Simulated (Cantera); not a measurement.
Thermodynamics of nitride etching, feed Si3N4 + HCl + H2

A closed system holds: 1 mol Si3N4, 1.6 mol HCl, 210 mol H2, at 1148.15 K and 960 Pa.

Cantera equilibrium calculation (NASA polynomials, part measured and part estimated; ideal gas, pure solids and liquids). Candidate condensed phases: NH4Cl, Si, Si3N4; 28 gas species. Equilibrium is a limit: real reactors are often held back by kinetics, nucleation or transport.

| Item | Result |
|---|---|
| x(H2) | 0.992 |
| x(HCl) | 0.00752 |
| x(SiCl2) | 1.62e-5 |
| x(N2) | 1.19e-5 |
| n(Si3N4(s)) | 0.999 mol |
| gas amount | 211.6 mol |
| log10 activity of Si(s) (absent) | -0.89 |
